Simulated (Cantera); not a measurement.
Input: 1 mol Si₂Cl₆, 24 mol NH₃, equilibrated at 1500 K.

These are equilibrium values from Cantera (NASA tables, ideal gas, pure condensed phases), not measurements of a reactor. Candidate condensed phases: NH₄Cl, Si, Si₃N₄; 28 gas species. The feed counts by its element totals alone. The tables' values for SiCl₃, SiCl are old estimates; treat these amounts as uncertain. Equilibrium is a limit: real reactors are often held back by kinetics, nucleation or transport.

x: gas mole fraction; n: condensed amount in mol.

| P (Pa) | x H₂ | x N₂ | x HCl | x SiCl₂ | n Si(s) | n Si₃N₄(s) |
|---|---|---|---|---|---|---|
| 5 | 0.669 | 0.235 | 0.0700 | 0.0235 | 0.780 | [?] |
| 21 | 0.677 | 0.227 | 0.0709 | 0.0238 | 0 | [?] |
| 85 | 0.673 | 0.223 | 0.0890 | 0.0150 | 0 | [?] |
| 350 | 0.669 | 0.219 | 0.104 | 0.00804 | 0 | [?] |
| 1400 | 0.667 | 0.217 | 0.112 | 0.00379 | 0 | 0.601 |
| 5900 | 0.666 | 0.216 | 0.117 | 0.00158 | 0 | 0.637 |
| 24000 | 0.665 | 0.215 | 0.119 | 0.000643 | 0 | 0.652 |
| 100000 | 0.665 | 0.215 | 0.119 | 0.000251 | 0 | 0.658 |

Problem. Some entries are withheld; supply them.

Solution. 
- 5, n Si₃N₄(s): 0
- 21, n Si₃N₄(s): 0.264
- 85, n Si₃N₄(s): 0.413
- 350, n Si₃N₄(s): 0.530
